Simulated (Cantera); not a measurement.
Input: 1 mol Si, a varied amount of HCl, equilibrated at 625 K and 0.000860 bar.

These are equilibrium values from Cantera (NASA tables, ideal gas, pure condensed phases), not measurements of a reactor. Candidate condensed phases: Si; 19 gas species. Rates play no part.

log p: log10 of the partial pressure in bar; n: condensed amount in mol.

| n(HCl) (mol) | log p HCl | log p H2 | log p SiCl4 | log p SiHCl3 | log p SiH2Cl2 | n Si(s) |
|---|---|---|---|---|---|---|
| 2.1 | -6.42 | -3.25 | -3.56 | -4.71 | -7.12 | 0.466 |
| 2.6 | -6.42 | -3.25 | -3.56 | -4.71 | -7.12 | 0.339 |
| 3.2 | -6.42 | -3.25 | -3.56 | -4.71 | -7.12 | 0.187 |
| 3.9 | -6.42 | -3.25 | -3.56 | -4.71 | -7.12 | 0.00865 |
| 4.8 | -3.74 | -3.34 | -3.65 | -7.56 | [?] | 0 |
| 5.9 | -3.48 | -3.45 | -3.76 | -8.05 | [?] | 0 |
| 7.2 | -3.35 | -3.56 | -3.86 | -8.38 | [?] | 0 |
| 8.8 | -3.28 | -3.66 | -3.96 | -8.65 | [?] | 0 |
| 11 | -3.22 | -3.76 | -4.07 | -8.93 | [?] | 0 |
| 13 | -3.19 | -3.84 | -4.14 | -9.11 | <-15 | 0 |
| 16 | -3.16 | -3.94 | -4.24 | -9.34 | <-15 | 0 |
| 20 | -3.14 | -4.04 | -4.34 | -9.56 | <-15 | 0 |
| 24 | -3.13 | -4.13 | -4.43 | -9.74 | <-15 | 0 |

What belongs in the gaps?


- 4.8, log p SiH2Cl2: -12.75
- 5.9, log p SiH2Cl2: -13.61
- 7.2, log p SiH2Cl2: -14.16
- 8.8, log p SiH2Cl2: -14.62
- 11, log p SiH2Cl2: -15.05
